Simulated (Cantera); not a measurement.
# Thermodynamics of silicon carbide growth, feed CH3SiCl3 + C2H4 + H2

Feed: 1 mol CH3SiCl3, 0.01 mol C2H4, 600 mol H2, at 1350 K and 660 Pa.

Method: chemical equilibrium by Gibbs-energy minimisation in Cantera with the NASA 1993 tables (ideal gas, pure condensed phases). Candidate condensed phases: C, C6H6, C7H8, C8H18, Si, SiC; 109 gas species. The feed counts by its element totals alone. Equilibrium is a limit: real reactors are often held back by kinetics, nucleation or transport.

| Property | Value |
|---|---|
| x(H2) | 0.995 |
| x(HCl) | 0.00497 |
| x(CH4) | 3.17e-5 |
| x(H) | 2.93e-5 |
| n(SiC(s)) | 1.000 mol |
| gas amount | 603.0 mol |
| log10 activity of C(graphite) (absent) | -0.07 |
| log10 activity of Si(s) (absent) | -2.35 |
